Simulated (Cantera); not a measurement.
## Equilibrium for halide evaporation, hydrolysis and transport: PbCl2 + HCl + H2

Charge: 1 mol PbCl2, 2.1 mol HCl, 7.6 mol H2, held at 10000 Pa.

Method: chemical equilibrium by Gibbs-energy minimisation in Cantera with the NASA 1993 tables (ideal gas, pure condensed phases). Candidate condensed phases: Pb, PbCl2; 10 gas species. The tables' values for PbCl4 are old estimates; treat these amounts as uncertain. The numbers say what is thermodynamically allowed, not how fast it happens.

From 902 °C to 1602 °C nothing is condensed. The main Pb-bearing gas is PbCl2 at 902 °C and Pb at 1602 °C.

| T (°C) | x H2 | x HCl | x Pb | x PbCl | x PbCl2 | x H | x Cl |
|---|---|---|---|---|---|---|---|
| 902 | 0.670 | 0.239 | 0.00425 | 0.0391 | 0.0476 | 3.17e-7 | 9.88e-8 |
| 1002 | 0.652 | 0.258 | 0.00979 | 0.0492 | 0.0312 | 1.88e-6 | 6.33e-7 |
| 1102 | 0.635 | 0.275 | 0.0176 | 0.0526 | 0.0191 | 8.64e-6 | 3.10e-6 |
| 1202 | 0.621 | 0.290 | 0.0266 | 0.0506 | 0.0113 | 3.23e-5 | 1.22e-5 |
| 1302 | 0.610 | 0.302 | 0.0358 | 0.0455 | 0.00663 | 0.000103 | 4.04e-5 |
| 1402 | 0.601 | 0.311 | 0.0442 | 0.0393 | 0.00391 | 0.000285 | 0.000115 |
| 1502 | 0.593 | 0.319 | 0.0516 | 0.0331 | 0.00234 | 0.000705 | 0.000291 |
| 1602 | 0.587 | 0.324 | 0.0577 | 0.0276 | 0.00143 | 0.00159 | 0.000664 |
x: gas mole fraction; nothing condenses.
